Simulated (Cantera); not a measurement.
A closed system holds: 1 mol Al(CH₃)₃, a varied amount of N₂, 1.3 mol H₂, at 902 °C and 0.100 bar.

Equilibrium computed with Cantera from the NASA thermochemical tables; the gas is ideal and each condensed phase is pure. Candidate condensed phases: Al, AlN, C, C₆H₆, C₇H₈, C₈H₁₈; 97 gas species. The feed counts by its element totals alone. Rates play no part.

x: gas mole fraction; n: condensed amount in mol.

```tsv
n(N₂) (mol)	x H₂	x N₂	x CH₄	x HCN	x NH₃	x H	x HNC	n AlN(s)	n C(graphite)
0.65	0.973	0.0252	0.00181	8.80e-6	3.28e-6	3.82e-7	…	1.00	2.99
0.95	0.926	0.0721	0.00164	1.45e-5	5.15e-6	3.73e-7	…	1.00	2.99
1.4	0.864	0.135	0.00143	1.91e-5	6.34e-6	3.60e-7	…	1.00	2.99
2	0.793	0.206	0.00120	2.27e-5	6.90e-6	3.45e-7	…	1.00	2.99
2.9	0.706	0.293	0.000955	2.55e-5	6.92e-6	3.26e-7	1.12e-7	1.00	2.99
4.2	0.610	0.390	0.000711	2.74e-5	6.40e-6	3.03e-7	1.20e-7	1.00	2.99
6.1	0.508	0.491	0.000494	2.81e-5	5.47e-6	2.76e-7	1.23e-7	1.00	2.99
8.9	0.408	0.592	0.000319	2.76e-5	4.32e-6	2.48e-7	1.21e-7	1.00	3.00
13	0.317	0.683	0.000192	2.61e-5	3.17e-6	2.18e-7	1.15e-7	1.00	3.00
19	0.238	0.761	0.000109	2.39e-5	2.19e-6	1.89e-7	…	1.00	3.00
```

Problem. Fill in the missing entries.

Solution. 
- 0.65, x HNC: 3.86e-8
- 0.95, x HNC: 6.37e-8
- 1.4, x HNC: 8.40e-8
- 2, x HNC: 9.95e-8
- 19, x HNC: 1.05e-7
